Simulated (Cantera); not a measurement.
Charge: 1 mol TEOS, 11 mol CO2, at 1.28 Torr.

Equilibrium computed with Cantera from the NASA thermochemical tables; the gas is ideal and each condensed phase is pure. Candidate condensed phases: C, C6H6, C7H8, C8H18, H2O, Si, SiC, SiO2; 123 gas species. The feed counts by its element totals alone. The tables hold silica as quartz up to 1696 K and as liquid above; real silica turns to tridymite and cristobalite and melts near 1996 K. The numbers say what is thermodynamically allowed, not how fast it happens.

### Question
Which condensed phases are stable at each of these points (T (K)): 873, 1023, 1173, 1323, 1473, 1623, 1773, 1923, 2073?

### Answer
| T (K) | condensed phases | Si condensed (%) |
|---|---|---|
| 873 | SiO2(β-quartz) | 100.0 |
| 1023 | SiO2(β-quartz) | 100.0 |
| 1173 | SiO2(β-quartz) | 100.0 |
| 1323 | SiO2(β-quartz) | 100.0 |
| 1473 | SiO2(β-quartz) | 100.0 |
| 1623 | SiO2(β-quartz) | 99.8 |
| 1773 | SiO2(condensed) | 95.0 |
| 1923 | SiO2(condensed) | 34.2 |
| 2073 | gas only | 0.0 |

From 873 K to 1623 K the condensed part is SiO2(β-quartz). From 1773 K to 1923 K the condensed part is SiO2(condensed). At 2073 K nothing is condensed.
